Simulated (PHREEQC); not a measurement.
Na2SO4 is added in steps, without added water, to 1 kg of water holding 0.0016 mol HF, 0.0035 mol NaHCO3 and 6.7e-05 mol CaSO4, at 74 °C. Oxygen is held at 0.21 atm. The system is closed to CO2. Only these solids could form: Calcite, Gypsum, Fluorite, Portlandite, Mirabilite, Nahcolite, Natron.

Base run: PHREEQC, ion-association model, wateq4f.dat. Each further column changes one thing. The table gives Fluorite (mol).

| Na2SO4 added (mol) | base | all activity coefficients set to 1 | Davies equation for every ion | Debye-Hückel limiting law | metal-ligand complexes left out |
|---|---|---|---|---|---|
| 0 | 2.68e-5 | 3.93e-5 | 2.66e-5 | 2.53e-5 | 2.92e-5 |
| 0.0007 | 1.96e-5 | 3.46e-5 | 1.93e-5 | 1.73e-5 | 2.57e-5 |
| 0.00105 | 1.63e-5 | 3.23e-5 | 1.60e-5 | 1.36e-5 | 2.41e-5 |
| 0.00175 | 1.03e-5 | [?] | 9.95e-6 | 6.68e-6 | 2.13e-5 |
| 0.0021 | 7.45e-6 | 2.57e-5 | 7.12e-6 | 3.43e-6 | 2.00e-5 |
| 0.0028 | 2.12e-6 | [?] | 1.78e-6 | 0 | 1.75e-5 |
| 0.00315 | 0 | 1.94e-5 | 0 | 0 | 1.63e-5 |
| 0.00385 | 0 | 1.54e-5 | 0 | 0 | 1.41e-5 |
| 0.0042 | 0 | 1.34e-5 | 0 | 0 | 1.31e-5 |
| 0.0049 | 0 | [?] | 0 | 0 | 1.10e-5 |
| 0.00525 | 0 | 7.68e-6 | 0 | 0 | [?] |
| 0.00595 | 0 | 4.00e-6 | 0 | 0 | [?] |
| 0.0063 | 0 | 2.20e-6 | 0 | 0 | 7.18e-6 |
| 0.007 | 0 | 0 | 0 | 0 | 5.38e-6 |

Problem. What belongs in the gaps?

Solution. 
- 0.00175, all activity coefficients set to 1: 2.79e-5
- 0.0028, all activity coefficients set to 1: 2.15e-5
- 0.0049, all activity coefficients set to 1: 9.56e-6
- 0.00525, metal-ligand complexes left out: 1.00e-5
- 0.00595, metal-ligand complexes left out: 8.11e-6

Constants without temperature data keep their 25 °C values here.
